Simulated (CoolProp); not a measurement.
Vapour-liquid equilibrium of toluene (1) + p-xylene (2) at 333.2 K; x and y are mole fractions of (1).

Computed with CoolProp (multi-fluid Helmholtz-energy mixture model, Lemmon 2006 and Zhou 2012; pair parameters Bell 2016).

```
x     bubble pressure, mixture model (bar)  bubble pressure, Raoult's law (bar)  y, mixture model  y, Raoult's law
----  ------------------------------------  -----------------------------------  ----------------  ---------------
0.05                               0.07473                              0.07465                 …            0.124
0.15                                     …                              0.08635             0.325            0.323
0.25                               0.09871                              0.09804             0.476            0.474
0.35                                     …                               0.1097             0.594            0.592
0.45                                0.1225                               0.1214             0.689            0.688
0.55                                     …                               0.1331             0.767            0.767
0.65                                0.1459                               0.1448             0.832            0.834
0.75                                0.1573                               0.1565                 …            0.890
0.85                                     …                               0.1682                 …            0.939
0.95                                0.1801                               0.1799             0.980            0.981
```

Fill in the missing entries.


- 0.05, y, mixture model: 0.125
- 0.15, bubble pressure, mixture model (bar): 0.08669
- 0.35, bubble pressure, mixture model (bar): 0.1107
- 0.55, bubble pressure, mixture model (bar): 0.1343
- 0.75, y, mixture model: 0.888
- 0.85, bubble pressure, mixture model (bar): 0.1687
- 0.85, y, mixture model: 0.936

The largest gap from Raoult's law is +0.9 % in bubble pressure, at x = 0.45. No azeotrope shows between x = 0.05 and 0.95.

The pair parameters rest on a limited set of measurements; away from them the model extrapolates.
